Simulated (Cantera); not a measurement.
A perfectly stirred reactor is fed with 2.28 % CH4, 2.50 % CO, 10.4 % O2, 84.9 % N2, at 46000 Pa; it is adiabatic with a 548 K inlet, and is followed from long to short residence time, starting on the burning branch (τ in s: 0.095, 0.045, 0.021, 0.0098, 0.0046, 0.0021, 0.001, 0.00047, 0.00022, 0.0001, 4.8e-05, 2.2e-05, 1.1e-05).

Cantera simulation using GRI-Mech 3.0 (53 species, 325 reactions); the numbers are that mechanism's predictions, not measurements.

Question: Predict: blow-out, bracketed by the residence times tried; x(CH4) at τ = 95.0 ms; x(CO) at τ = 95.0 ms; x(O2) at τ = 95.0 ms; x(C2H4) at τ = 95.0 ms; x(H2O) at τ = 95.0 ms; x(CH4) at τ = 1.00 ms; x(CO) at τ = 1.00 ms; x(O2) at τ = 1.00 ms.

Answer: 
```
Quantity                                                                      Result
------------------------------------------------  ----------------------------------
blow-out, bracketed by the residence times tried  burning at 9.80 ms, out at 4.60 ms
x(CH4) at τ = 95.0 ms                                                        4.78e-5
x(CO) at τ = 95.0 ms                                                         0.00137
x(O2) at τ = 95.0 ms                                                          0.0467
x(C2H4) at τ = 95.0 ms                                                       6.52e-9
x(H2O) at τ = 95.0 ms                                                         0.0456
x(CH4) at τ = 1.00 ms                                                         0.0228
x(CO) at τ = 1.00 ms                                                          0.0250
x(O2) at τ = 1.00 ms                                                           0.104
```
